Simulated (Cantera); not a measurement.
A closed system holds: 1 mol Si, 0.59 mol HCl, 0.65 mol H2, equilibrated at 575 °C and 2.50 bar.

Method: chemical equilibrium by Gibbs-energy minimisation in Cantera with the NASA 1993 tables (ideal gas, pure condensed phases). Candidate condensed phases: Si; 19 gas species. The tables' values for SiCl3 are old estimates; treat these amounts as uncertain. Rates play no part.

Base state: H2 0.843, SiCl4 0.0868, SiHCl3 0.0640, SiH2Cl2 0.00414, HCl 0.00186, SiCl3 7.63e-5, SiH3Cl 6.35e-5 (mole fractions); condensed: Si(s).

**Question.** What changes in the equilibrium state with this change: H2 from 0.65 to 5.1 mol?

**Answer.** 
```json
[
 {"species": "H2", "before": "0.843", "after": "0.967"},
 {"species": "SiHCl3", "before": "0.0640", "after": "0.0166"},
 {"species": "SiCl4", "before": "0.0868", "after": "0.0131"},
 {"species": "SiCl3", "before": "7.63e-5", "after": "1.84e-5"},
 {"species": "SiH2Cl2", "before": "0.00414", "after": "0.00184"},
 {"species": "Si(s), mol", "before": "0.834", "after": "0.826"}
]
```
